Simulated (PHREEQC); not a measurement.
Dissolve 0.016 mol KHCO3 and 0.0043 mol KOH per kg of water at 74 °C. Closed to the air; pH follows from the charge balance.

Computed with PHREEQC (ion-association model, wateq4f.dat).

**Question.** The ionic strength comes out as 0.0240 mol/kgw. What activity coefficients do CO3-2, K+, HCO3-, OH- get?

**Answer.** CO3-2 0.53, K+ 0.85, HCO3- 0.86, OH- 0.84.

Precipitation was switched off in this run. At this temperature some constants are extrapolated from 25 °C, and those without enthalpy data are left unchanged.
